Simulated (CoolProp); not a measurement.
R11 along the isobar 20.3 bar: density (kg/m³) from the reference equation and from simpler models built on Tc = 471.1 K, pc = 44.08 bar, ω = 0.189; each cubic takes its own stable root.

Model: reference Helmholtz-energy equation of state, Jacobsen 1992, in CoolProp.

```tsv
T (K)	phase	reference
190.1	liquid	1715
201.3	liquid	1692
212.4	liquid	1669
223.5	liquid	1645
234.7	liquid	1622
245.8	liquid	1598
256.9	liquid	1574
268	liquid	1550
279.2	liquid	1525
290.3	liquid	1500
301.4	liquid	1474
312.6	liquid	1447
323.7	liquid	1420
334.8	liquid	1391
345.9	liquid	1362
```

**Question.** How far does each simpler model (van der Waals, Redlich-Kwong) lie from the reference over these 15 states: mean and median of the absolute difference, and the worst?

**Answer.** 
- van der Waals: mean 36.8 %, median 36.7 %, worst -37.7 % at 190.1 K and 20.3 bar
- Redlich-Kwong: mean 7.3 %, median 7.2 %, worst -8.7 % at 345.9 K and 20.3 bar
